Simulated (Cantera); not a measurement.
# Equilibrium for thermal oxidation and active oxidation of silicon: Si + O₂ + N₂

Charge: 1 mol Si, 0.19 mol O₂, 10 mol N₂, held at 1377 °C.

These are equilibrium values from Cantera (NASA tables, ideal gas, pure condensed phases), not measurements of a reactor. Candidate condensed phases: Si, SiO₂, Si₂N₂O, Si₃N₄; 16 gas species. Mutual solubility and eutectic melting of coexisting phases are not modelled. The tables' values for SiN are old estimates; treat these amounts as uncertain. The numbers say what is thermodynamically allowed, not how fast it happens.

```csv
P (Pa),log p N₂,log p Si,log p SiO,log p Si₂,log p Si₂N,n Si(s),n Si₂N₂O(s),n Si₃N₄(s)
0.100,-6.04,-7.25,-7.46,-10.40,-10.85,0,0,0
0.600,-5.26,-6.57,-6.68,-9.04,-9.10,0.127,0,0
3.60,-4.46,-6.57,-5.88,-9.04,-8.70,0.540,0,0
22,-3.67,-6.57,-5.09,-9.04,-8.31,0.607,0,0
130,-2.89,-6.75,-4.72,-9.40,-8.27,0,0.237,0.127
770,-2.11,-7.27,-4.98,-10.44,-8.92,0,0.367,0.0843
4600,-1.34,-7.79,-5.23,-11.48,-9.57,0,0.379,0.0804
28000,-0.55,-8.31,-5.50,-12.52,-10.22,0,0.380,0.0800
170000,0.23,-8.83,-5.76,<-11,-10.88,0,0.380,0.0800
1000000,1.00,-9.35,-6.01,<-11,<-11,0,0.380,0.0800
```
log p: log10 of the partial pressure in bar; n: condensed amount in mol.

At 0.100 Pa nothing is condensed. From 0.600 Pa to 22.0 Pa the condensed part is Si(s). From 1.30 mbar to 10.0 bar the condensed part is Si₂N₂O(s) + Si₃N₄(s). The main Si-bearing gas is Si at 0.100 Pa and SiO at 10.0 bar.
